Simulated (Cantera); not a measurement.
Charge: 1 mol C2F6, a varied amount of H2, at 875 °C and 0.100 bar.

These are equilibrium values from Cantera (NASA tables, ideal gas, pure condensed phases), not measurements of a reactor. Candidate condensed phases: C, C6H6, C7H8, C8H18; 95 gas species. The feed counts by its element totals alone. Equilibrium is a limit: real reactors are often held back by kinetics, nucleation or transport.

Q: At 13 mol H2, list the 3 most abundant gas species with their mole fractions, and the condensed phases.

A: H2 0.624, HF 0.375, CH4 0.000924. Condensed: C(graphite).
